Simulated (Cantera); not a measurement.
An isothermal, constant-pressure homogeneous reactor starts with H₂ : O₂ : N₂ = 1.4 : 1 : 2.2 (molar parts), equivalence ratio 0.70, at 825 K and 0.280 bar. Integrator tolerance rtol = 1e-08.

Detailed kinetics in Cantera: the H2/O2 subset of GRI-Mech 3.0, which has no nitrogen chemistry. Below about 950 K walls govern HO2 and H2O2 in real vessels. The temperature is held fixed by assumption; the heat of reaction is taken as removed at once.

**Question.** What does this change do: temperature 825 to 1350 K?

**Answer.** 
```
quantity                                             before                                    after
-----------------  ----------------------------------------  ---------------------------------------
x(H₂) at 20.0 s        0.262 (gas-phase equilibrium <1e-12)  5.03e-7 (gas-phase equilibrium 5.03e-7)
x(O₂) at 20.0 s        0.197 (gas-phase equilibrium 0.0769)    0.0769 (gas-phase equilibrium 0.0769)
x(H) at 20.0 s       5.29e-8 (gas-phase equilibrium <1e-12)  3.21e-9 (gas-phase equilibrium 3.21e-9)
x(H₂O₂) at 20.0 s  0.00105 (gas-phase equilibrium 9.90e-12)  4.18e-9 (gas-phase equilibrium 4.18e-9)
x(H₂O) at 20.0 s       0.0490 (gas-phase equilibrium 0.359)      0.359 (gas-phase equilibrium 0.359)
```

**Question.** What does this change do: temperature 825 to 1375 K?

**Answer.** 
| quantity | before | after |
|---|---|---|
| x(H₂) at 20.0 s | 0.262 (gas-phase equilibrium <1e-12) | 7.53e-7 (gas-phase equilibrium 7.53e-7) |
| x(O₂) at 20.0 s | 0.197 (gas-phase equilibrium 0.0769) | 0.0769 (gas-phase equilibrium 0.0769) |
| x(H) at 20.0 s | 5.29e-8 (gas-phase equilibrium <1e-12) | 5.66e-9 (gas-phase equilibrium 5.66e-9) |
| x(H₂O₂) at 20.0 s | 0.00105 (gas-phase equilibrium 9.90e-12) | 4.98e-9 (gas-phase equilibrium 4.98e-9) |
| x(H₂O) at 20.0 s | 0.0490 (gas-phase equilibrium 0.359) | 0.359 (gas-phase equilibrium 0.359) |
